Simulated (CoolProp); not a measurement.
A single-stage vapour-compression cycle with tetrahydrofuran: evaporating at 294.15 K (dew point), condensing at 361.15 K (bubble point), superheat 10 K, subcooling 0 K, compressor efficiency 0.75, no pressure losses. Each further row changes one setting.

Computed with CoolProp (reference Helmholtz-energy equation of state, Fiedler 2023).

```csv
case,cooling COP,pressure ratio,discharge temperature (K),refrigerating effect (kJ/kg),volumetric capacity (kJ/m³)
as stated,2.72,10.9,402.9,336,174
evaporating temperature 299.15 K,3.04,8.72,399.0,341,218
condensing temperature 356.15 K,2.99,9.44,397.1,346,180
subcooling 5 K,2.80,10.9,402.9,346,180
superheat 20 K,2.73,10.9,412.5,347,174
compressor efficiency 0.65,2.36,10.9,415.2,336,174
```
